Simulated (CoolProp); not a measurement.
Computed with CoolProp (reference Helmholtz-energy equation of state, Lemmon 2006). It is a short technical equation, of lower accuracy than the large ones.

Question: For toluene, give the phase and the density (kg/m³), cp (kJ/(kg K)), conductivity (mW/(m K)) at 482.8 K and 4.82 MPa; 540 K and 4.82 MPa; 620 K and 4.82 MPa.

Answer: 
- 482.8 K and 4.82 MPa: liquid; density 677, cp 2.38, conductivity 89.0
- 540 K and 4.82 MPa: liquid; density 592, cp 2.69, conductivity 81.1
- 620 K and 4.82 MPa: supercritical; density 176, cp 3.89, conductivity 60.2

Thermal conductivity comes from a separate model (Assael 2012).
